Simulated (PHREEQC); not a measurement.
Solution (70 °C): 1.1 mol/kgw HNO3 and 0.2 mol/kgw KH2PO4. It is in equilibrium with CO2 at log p = -3.5 (atm). Otherwise closed; pH follows from the charge balance.

Equilibrium calculation in PHREEQC: ion-association model, phreeqc.dat.

```json
{
 "pH": "0.18",
 "ionic_strength": "1.10 mol/kgw",
 "activity_of_water": "0.959",
 "density": "1.024 g/cm³",
 "total_alkalinity": "-1100 meq/kg"
}
```

```tsv
species	molality	activity	log γ
NO3-	1.10	0.571	-0.285
H+	0.903	0.653	-0.140
K+	0.200	0.114	-0.246
H3PO4	0.197	0.254	0.110
H2PO4-	0.00264	0.00166	-0.202
CO2	3.50e-6	4.51e-6	0.110
HPO4-2	1.38e-9	1.96e-10	-0.848
```

No solid was allowed to form. The ionic strength is past about 0.7 mol/kgw, beyond the range of this activity model, so the values are rough. At this temperature some constants are extrapolated from 25 °C, and those without enthalpy data are left unchanged.
